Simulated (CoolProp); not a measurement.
The fluid at 275.64 K and 0.942 MPa is throttled through a valve to 0.0861 MPa with no heat exchange. The same conditions are run with several fluids, on thermodynamics alone (safety and materials aside).

The numbers come from the reference Helmholtz-energy equation of state of each fluid (sulfur hexafluoride: Guder 2009; carbon monoxide: Lemmon 2006; ethylene: Smukala 2000; oxygen: Schmidt 1985; nitrous oxide: Lemmon 2006) in CoolProp.

```json
[
 {"fluid": "sulfur hexafluoride", "temperature change (K)": "-12.0", "final density (kg/m³)": "5.82"},
 {"fluid": "carbon monoxide", "temperature change (K)": "-2.5", "final density (kg/m³)": "1.06"},
 {"fluid": "ethylene", "temperature change (K)": "-11.4", "final density (kg/m³)": "1.11"},
 {"fluid": "oxygen", "temperature change (K)": "-2.7", "final density (kg/m³)": "1.21"},
 {"fluid": "nitrous oxide", "temperature change (K)": "-12.0", "final density (kg/m³)": "1.74"}
]
```
